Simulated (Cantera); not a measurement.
Input: 1 mol SiH₂Cl₂, 1400 mol H₂, held at 1402 °C and 1.00 bar.

Cantera equilibrium calculation (NASA polynomials, part measured and part estimated; ideal gas, pure solids and liquids). Candidate condensed phases: Si; 19 gas species. Gases not in the tables: Si₂H₆ and higher silanes. Rates play no part.

Base state: H₂ 0.998, HCl 0.00141, H 0.000116, SiH₂ 1.12e-5 (mole fractions); condensed: Si(s).

What changes in the equilibrium state with this change: temperature from 1402 °C to 2327 °C?


| species | before | after |
|---|---|---|
| H₂ | 0.998 | 0.960 |
| H | 0.000116 | 0.0376 |
| HCl | 0.00141 | 0.00136 |
| Si | 4.34e-7 | 0.000509 |
| Cl | 1.28e-7 | 3.73e-5 |
| SiH | 7.28e-7 | 0.000114 |
| Si(s), mol | 0.970 | 0 |
